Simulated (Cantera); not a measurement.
A closed system holds: 1 mol Si(CH3)4, 12 mol H2, held at 1627 °C and 13.0 mbar.

Method: chemical equilibrium by Gibbs-energy minimisation in Cantera with the NASA 1993 tables (ideal gas, pure condensed phases). Candidate condensed phases: C, C6H6, C7H8, C8H18, Si, SiC; 87 gas species. The numbers say what is thermodynamically allowed, not how fast it happens.

Base state: H2 0.993, H 0.00693, C2H2 (acetylene) 0.000379, Si 3.60e-5 (mole fractions); condensed: C(graphite) + SiC(s).

Problem. What changes in the equilibrium state with this change: temperature from 1627 °C to 2400 °C?

Solution. 
| species | before | after |
|---|---|---|
| H2 | 0.993 | 0.596 |
| H | 0.00693 | 0.347 |
| Si | 3.60e-5 | 0.0297 |
| SiC2 | 9.11e-7 | 0.0122 |
| C2H2 (acetylene) | 0.000379 | 0.0127 |
| C3 | <1e-9 | 0.000471 |
| C | <1e-9 | 0.000118 |
| C2 | <1e-9 | 4.49e-5 |
| SiC | <1e-9 | 3.09e-5 |
| C(graphite), mol | 2.99 | 2.76 |
| SiC(s), mol | 0.999 | 0 |
Gases not in the tables: Si2H6 and higher silanes.

Problem. What changes in the equilibrium state with this change: Si(CH3)4 replaced by SiHCl3?

Solution. 
```csv
species,before,after
H2,0.993,0.826
HCl,0,0.119
SiCl2,0,0.0462
SiCl,0,0.000713
Cl,0,0.000686
"C(graphite), mol",2.99,0
"SiC(s), mol",0.999,0
"Si(l), mol",0,0.321
```
The tables' values for SiCl, SiCl3 are old estimates; treat these amounts as uncertain. Gases not in the tables: Si2H6 and higher silanes.
